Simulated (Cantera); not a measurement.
Cantera with NASA thermochemical tables; ideal gases at 1 bar, condensed phases pure. Values are per mole of reaction as written; species without (g) are pure solids or liquids, kept so even where they would boil at 1 bar.

1.333 Ti + O₂(g) = 0.6667 Ti₂O₃, with ΔH° = -1013.9 kJ and ΔS° = -194.4 J/K at 300 K.

**Question.** How far is the shortcut ΔG° ≈ ΔH°(300 K) − T·ΔS°(300 K) from the full temperature-dependent value at 1398, 1448, 1498, 1548, 1598, 1648, 1698, 1748, 1798, 1848, 1898 K?

**Answer.** 
| T (K) | shortcut (kJ) | full (kJ) | difference (kJ) | difference in log10 K | condensed phases |
|---|---|---|---|---|---|
| 1398 | -742.1 | -759.3 | 17.2 | -0.64 | Ti(β), Ti₂O₃(s) |
| 1448 | -732.4 | -750.8 | 18.4 | -0.66 | Ti(β), Ti₂O₃(s) |
| 1498 | -722.7 | -742.3 | 19.7 | -0.69 | Ti(β), Ti₂O₃(s) |
| 1548 | -712.9 | -733.9 | 21.0 | -0.71 | Ti(β), Ti₂O₃(s) |
| 1598 | -703.2 | -725.5 | 22.3 | -0.73 | Ti(β), Ti₂O₃(s) |
| 1648 | -693.5 | -717.1 | 23.7 | -0.75 | Ti(β), Ti₂O₃(s) |
| 1698 | -683.8 | -708.8 | 25.0 | -0.77 | Ti(β), Ti₂O₃(s) |
| 1748 | -674.1 | -700.5 | 26.4 | -0.79 | Ti(β), Ti₂O₃(s) |
| 1798 | -664.3 | -692.2 | 27.8 | -0.81 | Ti(β), Ti₂O₃(s) |
| 1848 | -654.6 | -683.9 | 29.3 | -0.83 | Ti(β), Ti₂O₃(s) |
| 1898 | -644.9 | -675.6 | 30.7 | -0.85 | Ti(β), Ti₂O₃(s) |
The shortcut ignores heat capacities and the phase changes listed.
